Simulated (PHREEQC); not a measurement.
Brine: an equilibrium model

Make-up at 25 °C: 0.51 mol KCl, 0.012 mol K2SO4 and 0.5 mol MgCl2 per kg of water. Closed to the air; pH follows from the charge balance.

The numbers come from PHREEQC with the Pitzer model, pitzer.dat.

Each row changes one thing in this solution. No solid was allowed to form.

```csv
case,MgOH+ (mol/kgw),HSO4- (mol/kgw),SI of Sylvite (KCl),SI of Arcanite (K2SO4)
as made,4.47e-7,2.91e-8,-1.42,-2.50
diluted 2-fold with water,3.10e-7,1.61e-8,-2.00,-3.12
MgCl2 from 0.5 to 1 mol/kgw,7.01e-7,3.15e-8,-1.15,-2.70
MgCl2 replaced by MgSO4 at the same molality,8.99e-7,6.99e-7,-1.97,-0.92
temperature from 25 to 45 °C,1.02e-6,1.00e-7,-1.61,-2.75
MgCl2 from 0.5 to 0.45 mol/kgw,4.20e-7,2.90e-8,-1.45,-2.46
```

Away from 25 °C the constants follow the database's enthalpies or fits; those with neither stay at their 25 °C values.
